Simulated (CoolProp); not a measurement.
A single-stage vapour-compression cycle with the fluid: evaporating at 272.15 K (dew point), condensing at 312.15 K (bubble point), superheat 8 K, subcooling 8 K, compressor efficiency 0.75, no pressure losses. The same conditions are run with several fluids, on thermodynamics alone (safety and materials aside).

Model: reference Helmholtz-energy equation of state of each fluid (sulfur dioxide: Gao 2016; chlorine: Thol 2021; R507A: Lemmon 2003; R125: Lemmon 2005; dimethyl ether: Wu 2011; R1336mzz(E): Akasaka 2023), in CoolProp. Blends and air are pseudo-pure fits.

### Question
Rank sulfur dioxide, chlorine, R507A, R125, dimethyl ether, R1336mzz(E) by cooling COP, highest first.

### Answer
dimethyl ether (4.57), R1336mzz(E) (4.51), sulfur dioxide (4.48), chlorine (4.43), R507A (4.15), R125 (4.06)

```csv
fluid,pressure ratio,discharge temperature (K),refrigerating effect (kJ/kg),volumetric capacity (kJ/m³)
sulfur dioxide,4.10,401.5,342,1450
chlorine,3.13,396.2,239,2750
R507A,3.02,329.8,124,3690
R125,3.02,326.5,98.6,3820
dimethyl ether,3.37,342.7,372,2020
R1336mzz(E),4.42,319.1,125,635
```
